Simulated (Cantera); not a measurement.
A freely propagating, adiabatic, planar premixed flame of H2 : O2 : N2 = 1 : 0.704 : 2.65 (molar parts), equivalence ratio 0.71, unburnt at 300 K and 0.132 atm; mixture-averaged transport, grid criteria slope 0.08 and curve 0.16, no radiation.

Computed with Cantera and the H2/O2 subset of GRI-Mech 3.0, which has no nitrogen chemistry. Burning velocities carry a grid error of a few per cent, more on coarse grids.

Problem. What does this change do: N2 2.65 to 2 parts?

Solution. 
```csv
quantity,before,after
laminar burning velocity,139 cm/s,193 cm/s
thermal thickness,4.60 mm,4.42 mm
peak x(O),0.0121,0.0179
peak x(H2O2),4.64e-5,5.54e-5
peak x(H),0.0385,0.0543
```
